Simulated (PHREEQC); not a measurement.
0.026 g of hydrous ferric oxide (600 m²/g; 0.2 weak and 0.005 strong sites per Fe, Dzombak-Morel constants, diffuse double layer) in 1 kg of water with 0.05 mol/kgw of an inert sodium salt and 7.5e-08 mol/kgw CaCl2, at 25 °C; the pH is set by adding NaOH or the inert anion's acid. Oxygen is held at 0.21 atm. CO2 from the air is kept out. Precipitation was switched off in this run.

Computed with PHREEQC (ion-association model, wateq4f.dat).

Problem. Predict Ca sorbed (%), surface charge σ (C/m²), surface potential ψ (mV) at pH = 8.88, 10.

Solution. 
```tsv
pH	Ca sorbed (%)	surface charge σ (C/m²)	surface potential ψ (mV)
8.88	52.2	-0.022	-39
10	98.3	-0.074	-90
```
